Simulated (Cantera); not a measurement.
# Carbon deposition, reforming and gasification: C₃H₈ + CO₂

A closed system holds: 1 mol C₃H₈, 0.22 mol CO₂, at 8.70 mbar.

Equilibrium computed with Cantera from the NASA thermochemical tables; the gas is ideal and each condensed phase is pure. Candidate condensed phases: C, C₆H₆, C₇H₈, C₈H₁₈, H₂O; 110 gas species. The numbers say what is thermodynamically allowed, not how fast it happens.

```json
[
 {"T (°C)": "1750", "x H₂": "0.882", "x H": "0.0191", "x CO": "0.0982", "x C₃": "5.58e-9", "x C₂H₂ (acetylene)": "0.000788", "x C₂H": "3.45e-7", "x C": "5.71e-9", "x C₂": "4.73e-10", "n C(graphite)": "2.77"},
 {"T (°C)": "1850", "x H₂": "0.865", "x H": "0.0358", "x CO": "0.0973", "x C₃": "5.51e-8", "x C₂H₂ (acetylene)": "0.00143", "x C₂H": "1.64e-6", "x C": "4.25e-8", "x C₂": "4.75e-9", "n C(graphite)": "2.77"},
 {"T (°C)": "1950", "x H₂": "0.839", "x H": "0.0629", "x CO": "0.0960", "x C₃": "4.40e-7", "x C₂H₂ (acetylene)": "0.00243", "x C₂H": "6.74e-6", "x C": "2.63e-7", "x C₂": "3.86e-8", "n C(graphite)": "2.76"},
 {"T (°C)": "2050", "x H₂": "0.798", "x H": "0.104", "x CO": "0.0939", "x C₃": "2.93e-6", "x C₂H₂ (acetylene)": "0.00386", "x C₂H": "2.42e-5", "x C": "1.39e-6", "x C₂": "2.61e-7", "n C(graphite)": "2.74"},
 {"T (°C)": "2150", "x H₂": "0.740", "x H": "0.163", "x CO": "0.0910", "x C₃": "1.66e-5", "x C₂H₂ (acetylene)": "0.00572", "x C₂H": "7.67e-5", "x C": "6.42e-6", "x C₂": "1.51e-6", "n C(graphite)": "2.72"},
 {"T (°C)": "2250", "x H₂": "0.662", "x H": "0.242", "x CO": "0.0871", "x C₃": "8.14e-5", "x C₂H₂ (acetylene)": "0.00789", "x C₂H": "0.000218", "x C": "2.62e-5", "x C₂": "7.54e-6", "n C(graphite)": "2.70"},
 {"T (°C)": "2350", "x H₂": "0.567", "x H": "0.340", "x CO": "0.0822", "x C₃": "0.000353", "x C₂H₂ (acetylene)": "0.0100", "x C₂H": "0.000554", "x C": "9.58e-5", "x C₂": "3.33e-5", "n C(graphite)": "2.66"},
 {"T (°C)": "2450", "x H₂": "0.459", "x H": "0.450", "x CO": "0.0766", "x C₃": "0.00137", "x C₂H₂ (acetylene)": "0.0117", "x C₂H": "0.00127", "x C": "0.000319", "x C₂": "0.000132", "n C(graphite)": "2.60"},
 {"T (°C)": "2550", "x H₂": "0.347", "x H": "0.560", "x CO": "0.0706", "x C₃": "0.00481", "x C₂H₂ (acetylene)": "0.0125", "x C₂H": "0.00264", "x C": "0.000972", "x C₂": "0.000471", "n C(graphite)": "2.48"},
 {"T (°C)": "2650", "x H₂": "0.243", "x H": "0.655", "x CO": "0.0644", "x C₃": "0.0154", "x C₂H₂ (acetylene)": "0.0120", "x C₂H": "0.00497", "x C": "0.00275", "x C₂": "0.00154", "n C(graphite)": "2.18"},
 {"T (°C)": "2750", "x H₂": "0.153", "x H": "0.711", "x CO": "0.0576", "x C₃": "0.0457", "x C₂H₂ (acetylene)": "0.0102", "x C₂H": "0.00839", "x C": "0.00724", "x C₂": "0.00467", "n C(graphite)": "1.27"}
]
```
x: gas mole fraction; n: condensed amount in mol.

From 1750 °C to 2750 °C the condensed part is C(graphite). The main C-bearing gas is CO at 1750 °C and C₃ at 2750 °C. The share of C in condensed phases is highest at 1750 °C (86.1 %) and lowest at 2750 °C (39.5 %).
